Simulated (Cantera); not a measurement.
# Formation from one mole of O2

Standard-state values (1 bar) from the NASA 1993 polynomials, evaluated with Cantera. Values are per mole of reaction as written; species without (g) are pure solids or liquids, kept so even where they would boil at 1 bar.

1.2 Ti + O2(g) = 0.4 Ti3O5

```tsv
T (K)	ΔH° (kJ)	ΔS° (J/K)	ΔG° (kJ)	log10 K	condensed phases
300	-983.7	-190.3	-926.6	161.33	Ti(α), Ti3O5(s)
1550	-968.5	-165.3	-712.3	24.00	Ti(β), Ti3O5(s)
1625	-967.2	-164.5	-700.0	22.50	Ti(β), Ti3O5(s)
1700	-965.9	-163.7	-687.6	21.13	Ti(β), Ti3O5(s)
1775	-964.6	-162.9	-675.4	19.88	Ti(β), Ti3O5(s)
1850	-963.3	-162.2	-663.2	18.73	Ti(β), Ti3O5(s)
1925	-962.1	-161.6	-651.1	17.67	Ti(β), Ti3O5(s)
2000	-978.8	-170.2	-638.5	16.67	Ti(l), Ti3O5(s)
2075	-909.3	-136.3	-626.5	15.77	Ti(l), Ti3O5(l)
2150	-908.4	-135.8	-616.3	14.97	Ti(l), Ti3O5(l)
2225	-907.4	-135.4	-606.2	14.23	Ti(l), Ti3O5(l)
2300	-906.5	-135.0	-596.0	13.54	Ti(l), Ti3O5(l)
```

Nb + O2(g) = NbO2

```json
[
 {"T (K)": "300", "ΔH° (kJ)": "-794.9", "ΔS° (J/K)": "-187.1", "ΔG° (kJ)": "-738.8", "log10 K": "128.64", "condensed phases": "Nb(s), NbO2(s)"},
 {"T (K)": "1550", "ΔH° (kJ)": "-769.6", "ΔS° (J/K)": "-159.0", "ΔG° (kJ)": "-523.1", "log10 K": "17.63", "condensed phases": "Nb(s), NbO2(s)"},
 {"T (K)": "1625", "ΔH° (kJ)": "-768.4", "ΔS° (J/K)": "-158.3", "ΔG° (kJ)": "-511.2", "log10 K": "16.43", "condensed phases": "Nb(s), NbO2(s)"},
 {"T (K)": "1700", "ΔH° (kJ)": "-767.3", "ΔS° (J/K)": "-157.6", "ΔG° (kJ)": "-499.4", "log10 K": "15.34", "condensed phases": "Nb(s), NbO2(s)"},
 {"T (K)": "1775", "ΔH° (kJ)": "-766.2", "ΔS° (J/K)": "-157.0", "ΔG° (kJ)": "-487.6", "log10 K": "14.35", "condensed phases": "Nb(s), NbO2(s)"},
 {"T (K)": "1850", "ΔH° (kJ)": "-765.2", "ΔS° (J/K)": "-156.4", "ΔG° (kJ)": "-475.8", "log10 K": "13.43", "condensed phases": "Nb(s), NbO2(s)"},
 {"T (K)": "1925", "ΔH° (kJ)": "-764.3", "ΔS° (J/K)": "-155.9", "ΔG° (kJ)": "-464.1", "log10 K": "12.59", "condensed phases": "Nb(s), NbO2(s)"},
 {"T (K)": "2000", "ΔH° (kJ)": "-763.3", "ΔS° (J/K)": "-155.4", "ΔG° (kJ)": "-452.4", "log10 K": "11.82", "condensed phases": "Nb(s), NbO2(s)"},
 {"T (K)": "2075", "ΔH° (kJ)": "-762.5", "ΔS° (J/K)": "-155.0", "ΔG° (kJ)": "-440.8", "log10 K": "11.10", "condensed phases": "Nb(s), NbO2(s)"},
 {"T (K)": "2150", "ΔH° (kJ)": "-761.7", "ΔS° (J/K)": "-154.6", "ΔG° (kJ)": "-429.2", "log10 K": "10.43", "condensed phases": "Nb(s), NbO2(s)"},
 {"T (K)": "2225", "ΔH° (kJ)": "-668.3", "ΔS° (J/K)": "-111.7", "ΔG° (kJ)": "-419.7", "log10 K": "9.85", "condensed phases": "Nb(s), NbO2(l)"},
 {"T (K)": "2300", "ΔH° (kJ)": "-666.9", "ΔS° (J/K)": "-111.1", "ΔG° (kJ)": "-411.4", "log10 K": "9.34", "condensed phases": "Nb(s), NbO2(l)"}
]
```

4 Al + O2(g) = 2 Al2O(g)

| T (K) | ΔH° (kJ) | ΔS° (J/K) | ΔG° (kJ) | log10 K | condensed phases |
|---|---|---|---|---|---|
| 300 | -290.4 | 186.2 | -346.3 | 60.29 | Al(s) |
| 1550 | -377.7 | 87.3 | -513.0 | 17.29 | Al(l) |
| 1625 | -380.7 | 85.4 | -519.5 | 16.70 | Al(l) |
| 1700 | -383.7 | 83.6 | -525.8 | 16.16 | Al(l) |
| 1775 | -386.8 | 81.8 | -532.0 | 15.66 | Al(l) |
| 1850 | -389.8 | 80.1 | -538.1 | 15.19 | Al(l) |
| 1925 | -392.9 | 78.5 | -544.0 | 14.76 | Al(l) |
| 2000 | -395.9 | 77.0 | -549.9 | 14.36 | Al(l) |
| 2075 | -399.0 | 75.4 | -555.6 | 13.99 | Al(l) |
| 2150 | -402.1 | 74.0 | -561.2 | 13.63 | Al(l) |
| 2225 | -405.2 | 72.6 | -566.7 | 13.30 | Al(l) |
| 2300 | -408.3 | 71.2 | -572.1 | 12.99 | Al(l) |
